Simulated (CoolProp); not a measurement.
cis-2-butene at several states: Z from the reference equation and from simpler models built on Tc = 435.8 K, pc = 42.36 bar, ω = 0.202; each cubic takes its own stable root.

Model: reference Helmholtz-energy equation of state, Lemmon 2005, in CoolProp. It is a short technical equation, of lower accuracy than the large ones.

| T (K) | p (bar) | phase | reference |
|---|---|---|---|
| 465.2 | 7.75 | gas | 0.9469 |
| 316.4 | 46.3 | liquid | 0.1644 |
| 361.8 | 0.809 | gas | 0.9876 |

Task: How far does each simpler model (van der Waals, Redlich-Kwong, Soave-Redlich-Kwong, Peng-Robinson) lie from the reference over these 3 states: mean and median of the absolute difference, and the worst?

Result: 
- van der Waals: mean 19.6 %, median 0.5 %, worst +58.0 % at 316.4 K and 46.3 bar
- Redlich-Kwong: mean 3.7 %, median 0.1 %, worst +10.9 % at 316.4 K and 46.3 bar
- Soave-Redlich-Kwong: mean 2.7 %, median 0.2 %, worst +8.0 % at 316.4 K and 46.3 bar
- Peng-Robinson: mean 1.7 %, median 0.5 %, worst -4.4 % at 316.4 K and 46.3 bar
